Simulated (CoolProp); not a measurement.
Tetrahydrofuran along the isobar 1.59 MPa: density (kg/m³) from the reference equation and from simpler models built on Tc = 267.0 °C, pc = 5.304 MPa, ω = 0.234; each cubic takes its own stable root.

The numbers come from the reference Helmholtz-energy equation of state, Fiedler 2023 in CoolProp.

| T (°C) | phase | reference |
|---|---|---|
| 89.55 | liquid | 809.7 |
| 106.65 | liquid | 788.7 |
| 123.85 | liquid | 766.7 |
| 140.95 | liquid | 743.5 |
| 158.15 | liquid | 718.4 |
| 175.25 | liquid | 691.2 |
| 192.35 | gas | 36.94 |
| 209.55 | gas | 34.46 |

Problem. How far does each simpler model (van der Waals, Redlich-Kwong, Soave-Redlich-Kwong, Peng-Robinson) lie from the reference over these 8 states: mean and median of the absolute difference, and the worst?

Solution. 
- van der Waals: mean 51.1 %, median 38.4 %, worst -94.7 % at 175.25 °C and 1.59 MPa
- Redlich-Kwong: mean 19.3 %, median 10.8 %, worst -94.4 % at 175.25 °C and 1.59 MPa
- Soave-Redlich-Kwong: mean 6.4 %, median 7.5 %, worst -10.4 % at 175.25 °C and 1.59 MPa
- Peng-Robinson: mean 3.2 %, median 3.5 %, worst +5.2 % at 89.55 °C and 1.59 MPa

At some of these states van der Waals, Redlich-Kwong gives the other phase, because its saturation line lies elsewhere.
